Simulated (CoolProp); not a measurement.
Vapour-liquid equilibrium of hydrogen sulfide (1) + n-hexane (2) at 3.62 bar; x and y are mole fractions of (1).

Computed with CoolProp (multi-fluid Helmholtz-energy mixture model, Lemmon 2006 and Thol 2019; pair parameters Kunz 2012).

Q: Give the bubble temperature and the first vapour's composition at x = 0.275, 0.8, 0.95. Is there an azeotrope?

A: x = 0.275: 261.9 K, y = 0.992; x = 0.8: 246.3 K, y = 0.998; x = 0.95: 243.1 K, y = 0.999. No azeotrope shows between x = 0.05 and 0.95.

The pair parameters rest on a limited set of measurements; away from them the model extrapolates. The gap from Raoult's law changes sign with composition, which may be real or a fault of the pair parameters; it wasn't checked against measurements. With so large a gap from Raoult's law the liquid may split in two, which this calculation doesn't test in full.
